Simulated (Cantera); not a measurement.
Mixture: 24.2 % H2, 15.9 % O2, 59.8 % N2, equivalence ratio 0.76, at 8.90 bar, adiabatic and at constant pressure. Ignition delay is the time to a rise of 400 K.

Model: GRI-Mech 3.0 (53 species, 325 reactions), integrated in Cantera. The hydrogen kinetics of GRI-Mech 3.0 are dated; newer H2 mechanisms differ, most at raised pressure.

Problem. Predict: delay at 1100 K; delay at 1175 K; delay at 1250 K; delay at 1325 K; delay at 1400 K.

Solution. 
```
Property            Value
---------------  --------
delay at 1100 K  0.960 ms
delay at 1175 K  0.116 ms
delay at 1250 K   9.53 µs
delay at 1325 K   4.09 µs
delay at 1400 K   2.56 µs
```
